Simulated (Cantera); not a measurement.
Input: 1 mol BN, 2.9 mol HCl, held at 1.00 bar.

Equilibrium computed with Cantera from the NASA thermochemical tables; the gas is ideal and each condensed phase is pure. Candidate condensed phases: B, BN, NH4Cl; 21 gas species. Gases not in the tables: BHCl2. Equilibrium is a limit: real reactors are often held back by kinetics, nucleation or transport.

What share of the B ends up in condensed phases as a function of T (K), at 1525, 1575, 1625, 1675, 1725, 1775, 1825, 1875, 1925, 1975?


```csv
T (K),B condensed (%),as
1525,84.9,BN(s)
1575,83.5,BN(s)
1625,82.0,BN(s)
1675,80.6,BN(s)
1725,79.1,BN(s)
1775,77.6,BN(s)
1825,76.1,BN(s)
1875,74.6,BN(s)
1925,73.0,BN(s)
1975,71.3,BN(s)
```
